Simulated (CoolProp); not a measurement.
R227EA at 408.18 K and 2.43 MPa is throttled through a valve to 0.171 MPa with no heat exchange. Each further row changes one setting.

Values from CoolProp's reference Helmholtz-energy equation of state, Lemmon 2016.

```tsv
case	temperature change (K)	final density (kg/m³)
as stated	-18.5	9.13
outlet pressure 0.0513 MPa	-19.4	2.71
outlet pressure 0.222 MPa	-18.1	11.9
```
